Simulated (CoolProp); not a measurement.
Vapour-liquid equilibrium of hydrogen chloride (1) + propane (2) at 2060 kPa; x and y are mole fractions of (1).

Values from CoolProp's multi-fluid Helmholtz-energy mixture model, Thol 2018 and Lemmon 2009; pair parameters Bell 2016.

```csv
x,"bubble temperature, mixture model (°C)","bubble temperature, Raoult's law (°C)","y, mixture model","y, Raoult's law"
0.05,49.2,50.7,0.167,0.198
0.15,32.8,38.1,0.432,0.459
0.25,20.8,28.5,0.597,0.621
0.35,12.5,20.8,0.697,0.731
0.45,6.8,14.3,0.762,0.808
0.55,2.7,8.9,0.809,0.865
0.65,-0.5,4.1,0.847,0.909
0.75,-3.2,0.0,0.884,0.942
0.85,-5.5,-3.7,0.923,0.969
0.95,-7.6,-7.0,0.971,0.991
```

The largest gap from Raoult's law is -8.3 K in bubble temperature, at x = 0.35. No azeotrope shows between x = 0.05 and 0.95.

The pair parameters rest on a limited set of measurements; away from them the model extrapolates.
